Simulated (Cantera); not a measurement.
Predominance diagram of Ca at 777 °C against the partial pressures of O₂ and Br₂ (log10, bar). Cantera with NASA thermochemical tables; ideal gases at 1 bar, condensed phases pure. Candidates: Ca(s), CaBr₂(l), CaO(s). Only these pure phases compete in this equilibrium. Not in the tables: oxide halides.

**Question.** Which phase is stable at these pairs, and which metal-bearing vapour leads over it? (-22.1, -11.1); (-24.5, -9.8); (-13.5, 0); (-16, -6.2); (-25.8, -3.7); (-20.9, -16); (-20.9, -6.2)

**Answer.** 
```json
[
 {"log p(O₂)": "-22.1", "log p(Br₂)": "-11.1", "phase": "CaBr₂(l)", "chief vapour": "CaBr₂", "log p (bar)": "-5.7"},
 {"log p(O₂)": "-24.5", "log p(Br₂)": "-9.8", "phase": "CaBr₂(l)", "chief vapour": "CaBr₂", "log p (bar)": "-5.7"},
 {"log p(O₂)": "-13.5", "log p(Br₂)": "0", "phase": "CaBr₂(l)", "chief vapour": "CaBr₂", "log p (bar)": "-5.7"},
 {"log p(O₂)": "-16", "log p(Br₂)": "-6.2", "phase": "CaBr₂(l)", "chief vapour": "CaBr₂", "log p (bar)": "-5.7"},
 {"log p(O₂)": "-25.8", "log p(Br₂)": "-3.7", "phase": "CaBr₂(l)", "chief vapour": "CaBr₂", "log p (bar)": "-5.7"},
 {"log p(O₂)": "-20.9", "log p(Br₂)": "-16", "phase": "CaO(s)", "chief vapour": "CaBr₂", "log p (bar)": "-9.7"},
 {"log p(O₂)": "-20.9", "log p(Br₂)": "-6.2", "phase": "CaBr₂(l)", "chief vapour": "CaBr₂", "log p (bar)": "-5.7"}
]
```
